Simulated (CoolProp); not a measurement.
The numbers come from the reference Helmholtz-energy equation of state, Tillner-Roth 1997 in CoolProp.

Q: For CH2F2 (R32), give the phase and the cp (kJ/(kg K)), Prandtl number at 95.75 °C and 27.4 kPa; 95.75 °C and 2300 kPa.

A: 
- 95.75 °C and 27.4 kPa: gas; cp 0.939, Prandtl number 0.790
- 95.75 °C and 2300 kPa: gas; cp 1.18, Prandtl number 0.857

Viscosity comes from a separate model (Bell 2016), an estimate that may be off by 10 % or more. Thermal conductivity comes from a separate model (Huber 2003), an estimate that may be off by 10 % or more.
